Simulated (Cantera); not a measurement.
A Cantera script and its output.

```python
import numpy as np
import cantera as ct

gas = ct.Solution("h2o2.yaml")
gas.TPX = 1175, 1400, {'H2': 0.022, 'O2': 1}
inlet = ct.Reservoir(gas, clone=True)

reactor = ct.IdealGasConstPressureReactor(gas, energy="off", clone=False)
exhaust = ct.Reservoir(gas, clone=True)
tau = [26, 12, 5.3, 2.4, 1.1, 0.5, 0.22, 0.1, 0.046, 0.021, 0.0095][0]
for a, b in ((inlet, reactor), (reactor, exhaust)):
    ct.MassFlowController(a, b, mdot=lambda t: reactor.mass / tau)
net = ct.ReactorNet([reactor])
show = ['H2', 'O2', 'O', 'OH', 'H']

rows = []
print(f"{'tau/s':>10s}{'T/K':>9s}" + "".join(f"{s:>11s}" for s in show))
for tau in [26, 12, 5.3, 2.4, 1.1, 0.5, 0.22, 0.1, 0.046, 0.021, 0.0095]:
    net.initial_time = 0.0
    net.advance(30 * tau)
    before = gas.X
    net.advance(40 * tau)
    drift = np.max(np.abs(gas.X - before) / (gas.X + 1e-9))
    rows.append([gas.T, *gas[show].X, drift])
    print(f"{tau:10.3e}{gas.T:9.1f}" + "".join(f"{x:11.3e}" for x in gas[show].X))
```

It prints:

```
     tau/s      T/K         H2         O2          O         OH          H
 2.600e+01   1175.0  1.317e-05  9.778e-01  2.979e-04  2.079e-04  4.672e-06
 1.200e+01   1175.0  2.094e-05  9.776e-01  4.948e-04  2.687e-04  1.003e-05
 5.300e+00   1175.0  3.390e-05  9.772e-01  8.400e-04  3.519e-04  2.231e-05
 2.400e+00   1175.0  5.370e-05  9.766e-01  1.388e-03  4.559e-04  4.779e-05
 1.100e+00   1175.0  8.400e-05  9.757e-01  2.237e-03  5.855e-04  9.908e-05
 5.000e-01   1175.0  1.317e-04  9.743e-01  3.530e-03  7.483e-04  2.002e-04
 2.200e-01   1175.0  2.107e-04  9.722e-01  5.425e-03  9.540e-04  3.936e-04
 1.000e-01   1175.0  3.344e-04  9.697e-01  7.686e-03  1.185e-03  6.962e-04
 4.600e-02   1175.0  5.397e-04  9.671e-01  9.960e-03  1.446e-03  1.108e-03
 2.100e-02   1175.0  9.104e-04  9.650e-01  1.171e-02  1.751e-03  1.595e-03
 9.500e-03   1175.0  1.616e-03  9.639e-01  1.243e-02  2.118e-03  2.083e-03
```

Detailed kinetics in Cantera: the H2/O2 subset of GRI-Mech 3.0, which has no nitrogen chemistry. Radical loss at walls, strong at low pressure, is not modelled.
